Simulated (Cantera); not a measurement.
Input (Python, Cantera) and output of one run.

```python
import numpy as np
import cantera as ct

gas_names = [...]  # 113 gases of nasa_gas.yaml made of C, F, H, Si
cond_names = """
    C(gr) C6H6(L) C7H8(L) C8H18(L),n-octa Si(cr) Si(L) SiC(b)
""".split()


# ... load() reads the species with a 1 bar reference pressure and builds the phases ...
atoms = {
    'CH2F2': {'C': 1, 'H': 2, 'F': 2},
    'Si': {'Si': 1},
}
top_T = {'C(gr)': 4500, 'SiC(b)': 3050}  # K; cautious upper limits of use, not melting points


# ... equilibrate(T, P, feed) seeds the gas with the atoms and calls Mixture.equilibrate('TP', solver="vcs", rtol=1e-11, max_steps=5000) ...
results = []
feed = {'CH2F2': 1, 'Si': 0.019}  # mol
T = 775  # K
P = 21  # Pa
mix = equilibrate(T, P, feed)
results.append((T, P, feed, dict(zip(mix.species_names, mix.species_moles))))
x = sorted(zip(gas.X, gas.species_names), reverse=True)
print(f"T = {T:g} K  P = {P:g} Pa  gas = {mix.phase_moles(0):.4g} mol")
print("   x: " + "  ".join(f"{s} {v:.3e}" for v, s in x if v > 1e-05))
print("   condensed (mol): " + ("  ".join(f"{mix.phase(i).name} {mix.phase_moles(i):.4g}"
      for i in range(1, mix.n_phases) if mix.phase_moles(i) > 1e-12) or "none"))
```

Output:

```
T = 775 K  P = 21 Pa  gas = 1.981 mol
   x: HF 9.712e-01  H2 1.918e-02  SiF4 9.591e-03
   condensed (mol): C(gr) 1
```

Equilibrium computed with Cantera from the NASA thermochemical tables; the gas is ideal and each condensed phase is pure.
